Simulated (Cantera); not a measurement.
**Al + NH3 + N2 (aluminium nitride and oxide growth)**

Charge: 1 mol Al, 68 mol NH3, 10 mol N2, at 28.0 Pa.

Cantera equilibrium calculation (NASA polynomials, part measured and part estimated; ideal gas, pure solids and liquids). Candidate condensed phases: Al, AlN; 13 gas species. Rates play no part.

```json
[
 {"T (K)": "1623", "log p H2": "-3.71", "log p N2": "-4.08", "log p H": "-6.02", "log p Al": "-6.49", "n AlN(s)": "0.830"},
 {"T (K)": "1648", "log p H2": "-3.71", "log p N2": "-4.08", "log p H": "-5.91", "log p Al": "-6.18", "n AlN(s)": "0.652"},
 {"T (K)": "1673", "log p H2": "-3.71", "log p N2": "-4.08", "log p H": "-5.80", "log p Al": "-5.88", "n AlN(s)": "0.301"},
 {"T (K)": "1698", "log p H2": "-3.72", "log p N2": "-4.08", "log p H": "-5.70", "log p Al": "-5.73", "n AlN(s)": "0"},
 {"T (K)": "1723", "log p H2": "-3.72", "log p N2": "-4.08", "log p H": "-5.60", "log p Al": "-5.73", "n AlN(s)": "0"},
 {"T (K)": "1748", "log p H2": "-3.72", "log p N2": "-4.08", "log p H": "-5.50", "log p Al": "-5.73", "n AlN(s)": "0"},
 {"T (K)": "1773", "log p H2": "-3.72", "log p N2": "-4.08", "log p H": "-5.41", "log p Al": "-5.73", "n AlN(s)": "0"}
]
```
log p: log10 of the partial pressure in bar; n: condensed amount in mol.

From 1623 K to 1673 K the condensed part is AlN(s). From 1698 K to 1773 K nothing is condensed. The main Al-bearing gas is Al throughout.
